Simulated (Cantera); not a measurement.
**Adiabatic ignition**

An adiabatic, constant-pressure homogeneous reactor starts with CH₄ : C₂H₆ : C₃H₈ : O₂ : N₂ : CO₂ = 1 : 0.036 : 0.031 : 4.66 : 51.2 : 8.6 (molar parts), at 1750 K and 3750 Torr.

Cantera simulation using GRI-Mech 3.0 (53 species, 325 reactions); the numbers are that mechanism's predictions, not measurements.

```json
[
 {"t (s)": "4.00e-6", "T (K)": "1748", "x CH₄": "0.0149", "x C₂H₆": "0.000452", "x C₃H₈": "0.000283", "x C₂H₂": "1.32e-6", "x CH₂": "2.79e-7", "x N₂O": "1.81e-9", "x H₂O": "0.000233"},
 {"t (s)": "1.35e-5", "T (K)": "1755", "x CH₄": "0.0129", "x C₂H₆": "0.000444", "x C₃H₈": "5.46e-5", "x C₂H₂": "3.08e-5", "x CH₂": "1.30e-6", "x N₂O": "1.30e-8", "x H₂O": "0.00206"},
 {"t (s)": "4.58e-5", "T (K)": "1946", "x CH₄": "3.75e-12", "x C₂H₆": "<1e-12", "x C₃H₈": "<1e-12", "x C₂H₂": "<1e-12", "x CH₂": "4.71e-12", "x N₂O": "1.38e-6", "x H₂O": "0.0312"},
 {"t (s)": "0.000155", "T (K)": "2034", "x CH₄": "<1e-12", "x C₂H₆": "<1e-12", "x C₃H₈": "<1e-12", "x C₂H₂": "<1e-12", "x CH₂": "<1e-12", "x N₂O": "1.84e-6", "x H₂O": "0.0325"},
 {"t (s)": "0.000524", "T (K)": "2079", "x CH₄": "<1e-12", "x C₂H₆": "<1e-12", "x C₃H₈": "<1e-12", "x C₂H₂": "<1e-12", "x CH₂": "<1e-12", "x N₂O": "9.89e-7", "x H₂O": "0.0333"},
 {"t (s)": "0.00177", "T (K)": "2091", "x CH₄": "<1e-12", "x C₂H₆": "<1e-12", "x C₃H₈": "<1e-12", "x C₂H₂": "<1e-12", "x CH₂": "<1e-12", "x N₂O": "5.09e-7", "x H₂O": "0.0336"},
 {"t (s)": "0.00600", "T (K)": "2091", "x CH₄": "<1e-12", "x C₂H₆": "<1e-12", "x C₃H₈": "<1e-12", "x C₂H₂": "<1e-12", "x CH₂": "<1e-12", "x N₂O": "4.92e-7", "x H₂O": "0.0336"},
 {"t (s)": "0.0203", "T (K)": "2091", "x CH₄": "<1e-12", "x C₂H₆": "<1e-12", "x C₃H₈": "<1e-12", "x C₂H₂": "<1e-12", "x CH₂": "<1e-12", "x N₂O": "4.92e-7", "x H₂O": "0.0336"},
 {"t (s)": "0.0687", "T (K)": "2090", "x CH₄": "<1e-12", "x C₂H₆": "<1e-12", "x C₃H₈": "<1e-12", "x C₂H₂": "<1e-12", "x CH₂": "<1e-12", "x N₂O": "4.90e-7", "x H₂O": "0.0336"},
 {"t (s)": "0.232", "T (K)": "2088", "x CH₄": "<1e-12", "x C₂H₆": "<1e-12", "x C₃H₈": "<1e-12", "x C₂H₂": "<1e-12", "x CH₂": "<1e-12", "x N₂O": "4.85e-7", "x H₂O": "0.0336"},
 {"t (s)": "0.786", "T (K)": "2084", "x CH₄": "<1e-12", "x C₂H₆": "<1e-12", "x C₃H₈": "<1e-12", "x C₂H₂": "<1e-12", "x CH₂": "<1e-12", "x N₂O": "4.80e-7", "x H₂O": "0.0336"},
 {"t (s)": "2.66", "T (K)": "2083", "x CH₄": "<1e-12", "x C₂H₆": "<1e-12", "x C₃H₈": "<1e-12", "x C₂H₂": "<1e-12", "x CH₂": "<1e-12", "x N₂O": "4.79e-7", "x H₂O": "0.0336"},
 {"t (s)": "9.00", "T (K)": "2083", "x CH₄": "<1e-12", "x C₂H₆": "<1e-12", "x C₃H₈": "<1e-12", "x C₂H₂": "<1e-12", "x CH₂": "<1e-12", "x N₂O": "4.79e-7", "x H₂O": "0.0336"}
]
```
x: mole fraction; the columns are a selection and need not sum to one.

- time of steepest temperature rise: 31.4 µs
- temperature at 9.00 s: 2083 K
- equilibrium temperature: 2083 K
- x(CH₄) at 9.00 s: <1e-12 (gas-phase equilibrium <1e-12)
- x(C₂H₆) at 9.00 s: <1e-12 (gas-phase equilibrium <1e-12)
- x(C₃H₈) at 9.00 s: <1e-12 (gas-phase equilibrium <1e-12)
